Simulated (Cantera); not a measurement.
A perfectly stirred reactor is fed with NO : N₂ = 1 : 0.81 (molar parts), at 825 Torr; it is held at 2198 K, and followed from long to short residence time.

Cantera simulation using GRI-Mech 3.0 (53 species, 325 reactions); the numbers are that mechanism's predictions, not measurements.

### Question
What does this change do: temperature 2198 to 1998 K?

### Answer
```tsv
quantity	before	after
x(NO) at τ = 0.410 s	0.126	0.342
x(NO₂) at τ = 0.410 s	0.000170	0.000445
x(O) at τ = 0.410 s	0.00119	0.000212
x(N₂) at τ = 0.410 s	0.660	0.552
x(N₂O) at τ = 0.410 s	7.71e-6	5.25e-5
x(NO) at τ = 9.20 ms	0.513	0.544
x(NO₂) at τ = 9.20 ms	0.000254	0.000233
x(O) at τ = 9.20 ms	0.000464	7.48e-5
x(N₂) at τ = 9.20 ms	0.467	0.451
x(N₂O) at τ = 9.20 ms	0.000132	0.000135
```
